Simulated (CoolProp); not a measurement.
Model: reference Helmholtz-energy equation of state, Lemmon 2022, in CoolProp.

**Question.** For R1234yf, give the phase and the Z, cv (kJ/(kg K)), speed of sound (m/s), expansivity (1/kK) at 197.8 K and 0.0661 MPa; 377.9 K and 1.7 MPa; 264.2 K and 3.8 MPa.

**Answer.** 
- 197.8 K and 0.0661 MPa: liquid; Z 0.00331, cv 0.767, speed of sound 900, expansivity 1.83
- 377.9 K and 1.7 MPa: gas; Z 0.819, cv 1.00, speed of sound 146, expansivity 5.19
- 264.2 K and 3.8 MPa: liquid; Z 0.162, cv 0.864, speed of sound 627, expansivity 2.34
